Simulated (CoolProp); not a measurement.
Properties of the fluoroketone C6F12O (FK-5-1-12) along the isotherm 277.2 K.

Values from CoolProp's reference Helmholtz-energy equation of state, McLinden 2015.

```
p (bar)   phase  density (kg/m³)  cp (kJ/(kg K))  cv (kJ/(kg K))  speed of sound (m/s)  expansivity (1/kK)  fugacity coefficient
-------  ------  ---------------  --------------  --------------  --------------------  ------------------  --------------------
0.591    liquid             1664           1.092          0.8772                 570.7               1.722                0.2566
1.12     liquid             1664           1.092          0.8772                 571.1               1.721                0.1360
2.12     liquid             1664           1.092          0.8772                 571.8               1.718               0.07243
4.03     liquid             1665           1.092          0.8773                 573.1               1.712               0.03871
7.63     liquid             1667           1.091          0.8773                 575.6               1.702               0.02106
14.5     liquid             1669           1.090          0.8775                 580.3               1.683               0.01173
27.4     liquid             1674           1.088          0.8777                 588.9               1.649              0.006898
52       liquid             1682           1.085          0.8782                 604.5               1.590              0.004444
98.6     liquid             1697           1.081          0.8793                 631.8               1.495              0.003420
187      liquid             1723           1.074          0.8815                 677.4               1.359              0.003664
```
